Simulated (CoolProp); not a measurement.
Methane at 293.15 K and 2.38 MPa flows at 14 m/s in a round tube of 6 mm bore and 1.5 µm roughness, fully developed (64/Re and Nu = 3.66 if laminar; Colebrook and Gnielinski if turbulent). Each further row changes one setting.

Values from CoolProp's reference Helmholtz-energy equation of state, Setzmann 1991.

```csv
case,Reynolds number,Darcy friction factor,pressure drop (Pa/m),heat-transfer coefficient (W/(m² K)),mass flow (kg/h)
as stated,121000,0.0187,___,___,___
velocity 28 m/s,241000,___,18200,2540,46.7
diameter 12 mm,241000,0.0161,___,1200,93.3
```

Problem. Some entries are withheld; supply them.

Solution. 
- as stated, pressure drop (Pa/m): 5000
- as stated, heat-transfer coefficient (W/(m² K)): 1400
- as stated, mass flow (kg/h): 23.3
- velocity 28 m/s, Darcy friction factor: 0.0170
- diameter 12 mm, pressure drop (Pa/m): 2160

Viscosity comes from a separate model (Quiñones-Cisneros 2006). Thermal conductivity comes from a separate model (Friend 1989).
